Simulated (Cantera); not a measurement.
Feed: 1 mol Si₃N₄, 0.26 mol CO₂, 350 mol N₂, equilibrated at 23.0 mbar.

These are equilibrium values from Cantera (NASA tables, ideal gas, pure condensed phases), not measurements of a reactor. Candidate condensed phases: C, Si, SiC, SiO₂, Si₂N₂O, Si₃N₄; 34 gas species. Mutual solubility and eutectic melting of coexisting phases are not modelled. Kinetics and transport are ignored.

Question: At 1352 °C, list the 3 most abundant gas species with their mole fractions, and the condensed phases.

Answer: N₂ 0.999, CO 0.000742, SiO 0.000167. Condensed: Si₂N₂O(s) + Si₃N₄(s).
